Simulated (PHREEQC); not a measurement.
1 kg of water holding 0.013 mol NaCl meets 20 L of dry gas (CO2 0.45, CH4 0.22, H2S 0.33 by moles) at fixed total pressure, at 25 °C; fugacities by Peng-Robinson. The gases take part in no redox reaction, some water evaporates into the gas, and hydrates or a liquid gas phase aren't modelled. Nothing may precipitate in this run.

The numbers come from PHREEQC with the ion-association model, phreeqc.dat.

```csv
P (atm),dissolved CO2 (all carbonate carbon) (mol/kgw),φ of CO2,p of CO2 (atm),dissolved CH4 (mol/kgw),φ of CH4
1,0.0150,0.994,0.441,0.000352,0.998
2,0.0301,0.989,0.896,0.000713,0.997
3,0.0451,0.983,1.35,0.00107,0.995
5,0.0745,0.972,2.26,0.00178,0.992
7.5,0.110,0.959,3.39,0.00265,0.988
10,0.144,0.945,4.53,0.00351,0.984
15,0.209,0.919,6.79,0.00518,0.976
```
